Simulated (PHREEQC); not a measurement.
Solution (20 °C): 2.4 mmol/kgw HF, 120 mmol/kgw NH4F and 12 mmol/kgw HCl. Closed to the air; pH follows from the charge balance.

Equilibrium calculation in PHREEQC: ion-association model, wateq4f.dat.

Precipitation was switched off in this run.

Task: Estimate the pH.

Result: pH 4.03.

Task: In which forms is F present?

Result: F- 85 %, HF 8.0 %, HF2- 6.3 %, H2F2 0.5 % of the F.
